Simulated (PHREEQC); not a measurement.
Make-up at 25 °C: 15 mmol/kgw FeCl3, 30 mmol/kgw CaCl2 and 0.31 mmol/kgw Na2SO4. Closed to the air; pH follows from the charge balance.

Equilibrium calculation in PHREEQC: ion-association model, phreeqc.dat.

| quantity | before | after |
|---|---|---|
| pH | 2.30 | 3.01 |
| ionic strength (mol/kgw) | 0.160 | 0.0969 |
| Cl- (mol/kgw) | 0.0997 | 0.0643 |
| Fe+3 (mol/kgw) | 0.00418 | 0.000226 |
| FeCl+2 (mol/kgw) | 0.00413 | 0.000160 |
| FeOH+2 (mol/kgw) | 0.00243 | 0.000705 |
| SI of Fe(OH)3(a) (Fe(OH)3) | -1.20 | -0.26 |
| SI of Goethite (FeOOH) | +4.69 | +5.63 |

### Question
Which change was made?
A. FeCl3 from 0.015 to 0.0015 mol/kgw
B. CaCl2 from 0.03 to 0.06 mol/kgw
C. Na2SO4 from 0.00031 to 0.000279 mol/kgw
D. Na2SO4 from 0.00031 to 0.00155 mol/kgw
E. CaCl2 left out

### Answer
A, FeCl3 from 0.015 to 0.0015 mol/kgw

Precipitation was switched off in this run. Some of these states are supersaturated (in Hematite (slow to form), Goethite (slow to form), for instance).
